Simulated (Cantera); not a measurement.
An adiabatic, constant-pressure homogeneous reactor starts with 13.0 % CH4, 15.3 % O2, 57.4 % N2, 14.3 % H2O, equivalence ratio 1.7, at 1498 K and 10.0 bar.

Detailed kinetics in Cantera: GRI-Mech 3.0 (53 species, 325 reactions).

Problem. Predict: time of steepest temperature rise; temperature at 0.100 s; equilibrium temperature; x(O2) at 0.100 s; x(H2O) at 0.100 s; x(CH2O) at 0.100 s; x(HO2) at 0.100 s; x(NO) at 0.100 s.

Solution. 
```json
{
 "time_of_steepest_temperature_rise": "0.334 ms",
 "temperature at 0.100 s": "2545 K",
 "equilibrium_temperature": "2545 K",
 "x(O2) at 0.100 s": "3.12e-5 (gas-phase equilibrium 3.12e-5)",
 "x(H2O) at 0.100 s": "0.254 (gas-phase equilibrium 0.254)",
 "x(CH2O) at 0.100 s": "3.63e-8 (gas-phase equilibrium 3.63e-8)",
 "x(HO2) at 0.100 s": "6.12e-8 (gas-phase equilibrium 6.12e-8)",
 "x(NO) at 0.100 s": "0.000246 (gas-phase equilibrium 0.000246)"
}
```
